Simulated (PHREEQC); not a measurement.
Solution (25 °C): 8.4e-05 mol HF, 0.0022 mol (CH3)4NF, 2.3e-06 mol H2SiF6 and 1.9e-06 mol HCl per kg of water. It is in equilibrium with CO2 at log p = -2 (atm). Otherwise closed; pH follows from the charge balance.

All values are PHREEQC results (ion-association model, phreeqc.dat), not measurements.

This is a speciation only: nothing precipitates in the calculation.

Question: What pH does the model give?

Answer: pH 4.60.

Question: In which forms is F present?

Answer: F- 97 %, HF 3.4 % of the F.

(CH3)4N+ isn't in the database: it is added as a free cation with an ion size of 4 Å. SiF6-2 is the database's only silicon fluoride.
